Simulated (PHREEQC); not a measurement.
Solution (49 °C): 0.052 mol HCl, 0.0007 mol CuSO4 and 0.018 mol MnSO4 per kg of water. Closed to the air; pH follows from the charge balance.

Computed with PHREEQC (ion-association model, phreeqc.dat).

```yaml
pH: 1.48
ionic_strength: 0.0905 mol/kgw
specific_conductance: 27200 µS/cm
density: 0.992 g/cm³
total_alkalinity: -52.0 meq/kg
```

| species | molality | activity | log γ |
|---|---|---|---|
| Cl- | 0.0507 | 0.0388 | -0.116 |
| H+ | 0.0402 | 0.0331 | -0.084 |
| Mn+2 | 0.0144 | 0.00571 | -0.401 |
| HSO4- | 0.0118 | 0.00919 | -0.109 |
| SO4-2 | 0.00436 | 0.00161 | -0.432 |
| MnSO4 | 0.00245 | 0.00250 | 0.009 |
| MnCl+ | 0.00115 | 0.000902 | -0.107 |
| Cu+2 | 0.000533 | 0.000212 | -0.401 |
| CuCl+ | 8.54e-5 | 6.56e-5 | -0.115 |
| CuSO4 | 7.97e-5 | 8.14e-5 | 0.009 |
| MnCl2 | 1.50e-5 | 1.53e-5 | 0.009 |
| CuCl2 | 1.70e-6 | 1.74e-6 | 0.009 |
| MnCl3- | 2.09e-7 | 1.64e-7 | -0.107 |

Precipitation was switched off in this run. Away from 25 °C the constants follow the database's enthalpies or fits; those with neither stay at their 25 °C values.
